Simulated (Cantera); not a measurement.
A Cantera script and what it prints.

```python
import numpy as np
import cantera as ct

gas_names = """
    B BH BH2 BH3 BO BO2 B2 B2O B2O2 B2O3 B3O3H3 H HBO HBO2 HO2 H2 H2O H2O2 H3B3O6 O OH O2 O3
""".split()
cond_names = """
    B(b) B(L) B2O3(L) B3O3H3(cr) H2O(s) H2O(L)
""".split()


def load(file, names, dense=False):
    # The tables refer to 1 bar. Condensed volumes are neglected.
    table = {s.name: s for s in ct.Species.list_from_file(file)}
    out = []
    for n in names:
        d = dict(table[n].input_data)
        d["thermo"] = dict(d["thermo"], **{"reference-pressure": 1e5})
        if dense:
            d["equation-of-state"] = {"model": "constant-volume", "density": "1e6 g/cm^3"}
        out.append(ct.Species.from_dict(d))
    return out


gas = ct.Solution(thermo="ideal-gas", species=load("nasa_gas.yaml", gas_names))
cond = {s.name: ct.Solution(thermo="fixed-stoichiometry", species=[s], name=s.name)
        for s in load("nasa_condensed.yaml", cond_names, dense=True)}
atoms = {
    'B': {'B': 1},
    'H2O': {'H': 2, 'O': 1},
}
top_T = {}  # K; cautious upper limits of use, not melting points


def equilibrate(T, P, feed):
    n = {}
    for name, mol in feed.items():
        for a, k in atoms[name].items():
            n[a] = n.get(a, 0.0) + k * mol
    gas.TPX = T, P, n
    mass = sum(n.values()) * gas.mean_molecular_weight
    gas.equilibrate("TP")
    valid = [c for c in cond.values() if c.min_temp <= T <= top_T.get(c.name, c.max_temp)]
    mix = ct.Mixture([(gas, mass / gas.mean_molecular_weight)] + [(c, 0.0) for c in valid])
    mix.T, mix.P = T, P
    mix.equilibrate("TP", solver="vcs", rtol=1e-11, max_steps=5000)
    return mix


results = []
feed = {'B': 1, 'H2O': 0.067}  # mol
for P in [10, 37, 140, 520, 1900, 7200, 27000, 100000]:
    for T in [1200, 1250, 1300, 1350, 1400, 1450, 1500, 1550, 1600, 1650]:
        mix = equilibrate(T, P, feed)
        results.append((T, P, feed, dict(zip(mix.species_names, mix.species_moles))))

for T, P, feed, n in results:
    print(f"{T:7g} {P:10.4g}  " + (" + ".join(c for c in cond_names if n.get(c, 0) > 1e-12) or "gas only"))
```

Result:

```
   1200         10  B(b) + B2O3(L)
   1250         10  B(b) + B2O3(L)
   1300         10  B(b) + B2O3(L)
   1350         10  B(b) + B2O3(L)
   1400         10  B(b) + B2O3(L)
   1450         10  B(b)
   1500         10  B(b)
   1550         10  B(b)
   1600         10  B(b)
   1650         10  B(b)
   1200         37  B(b) + B2O3(L)
   1250         37  B(b) + B2O3(L)
   1300         37  B(b) + B2O3(L)
   1350         37  B(b) + B2O3(L)
   1400         37  B(b) + B2O3(L)
   1450         37  B(b) + B2O3(L)
   1500         37  B(b)
   1550         37  B(b)
   1600         37  B(b)
   1650         37  B(b)
   1200        140  B(b) + B2O3(L)
   1250        140  B(b) + B2O3(L)
   1300        140  B(b) + B2O3(L)
   1350        140  B(b) + B2O3(L)
   1400        140  B(b) + B2O3(L)
   1450        140  B(b) + B2O3(L)
   1500        140  B(b) + B2O3(L)
   1550        140  B(b) + B2O3(L)
   1600        140  B(b)
   1650        140  B(b)
   1200        520  B(b) + B2O3(L)
   1250        520  B(b) + B2O3(L)
   1300        520  B(b) + B2O3(L)
   1350        520  B(b) + B2O3(L)
   1400        520  B(b) + B2O3(L)
   1450        520  B(b) + B2O3(L)
   1500        520  B(b) + B2O3(L)
   1550        520  B(b) + B2O3(L)
   1600        520  B(b) + B2O3(L)
   1650        520  B(b)
   1200       1900  B(b) + B2O3(L)
   1250       1900  B(b) + B2O3(L)
   1300       1900  B(b) + B2O3(L)
   1350       1900  B(b) + B2O3(L)
   1400       1900  B(b) + B2O3(L)
   1450       1900  B(b) + B2O3(L)
   1500       1900  B(b) + B2O3(L)
   1550       1900  B(b) + B2O3(L)
   1600       1900  B(b) + B2O3(L)
   1650       1900  B(b) + B2O3(L)
   1200       7200  B(b) + B2O3(L)
   1250       7200  B(b) + B2O3(L)
   1300       7200  B(b) + B2O3(L)
   1350       7200  B(b) + B2O3(L)
   1400       7200  B(b) + B2O3(L)
   1450       7200  B(b) + B2O3(L)
   1500       7200  B(b) + B2O3(L)
   1550       7200  B(b) + B2O3(L)
   1600       7200  B(b) + B2O3(L)
   1650       7200  B(b) + B2O3(L)
   1200    2.7e+04  B(b) + B2O3(L)
   1250    2.7e+04  B(b) + B2O3(L)
   1300    2.7e+04  B(b) + B2O3(L)
   1350    2.7e+04  B(b) + B2O3(L)
   1400    2.7e+04  B(b) + B2O3(L)
   1450    2.7e+04  B(b) + B2O3(L)
   1500    2.7e+04  B(b) + B2O3(L)
   1550    2.7e+04  B(b) + B2O3(L)
   1600    2.7e+04  B(b) + B2O3(L)
   1650    2.7e+04  B(b) + B2O3(L)
   1200      1e+05  B(b) + B2O3(L)
   1250      1e+05  B(b) + B2O3(L)
   1300      1e+05  B(b) + B2O3(L)
   1350      1e+05  B(b) + B2O3(L)
   1400      1e+05  B(b) + B2O3(L)
   1450      1e+05  B(b) + B2O3(L)
   1500      1e+05  B(b) + B2O3(L)
   1550      1e+05  B(b) + B2O3(L)
   1600      1e+05  B(b) + B2O3(L)
   1650      1e+05  B(b) + B2O3(L)
```

Method: chemical equilibrium by Gibbs-energy minimisation in Cantera with the NASA 1993 tables (ideal gas, pure condensed phases). Mutual solubility and eutectic melting of coexisting phases are not modelled. Gases not in the tables: H3BO3.
